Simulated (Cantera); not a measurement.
An isothermal, constant-pressure homogeneous reactor starts with CH₄ : CO₂ : H₂O = 1 : 0.44 : 0.019 (molar parts), at 1725 K and 1.00 bar.

Model: GRI-Mech 3.0 (53 species, 325 reactions), integrated in Cantera. GRI-Mech 3.0 stops at C3 and has no aromatics, soot or wall deposition, so with more carbon than oxygen in the feed, carbon stays in small species such as C2H2 where larger ones or solid carbon would form.

One state of this run: x CH₄ = 0.0135; x CO₂ = 2.89e-7; x H = 0.000143; x O₂ = <1e-12; x C₂H₄ = 0.00200; x C₂H = 1.31e-7; x H₂ = 0.586. x: mole fraction; the columns are a selection and need not sum to one.

**Question.** Which value of t (s) does it belong to?
A) 0.000309
B) 1.13
C) 30.0
D) 0.00823

**Answer.** C, 30.0
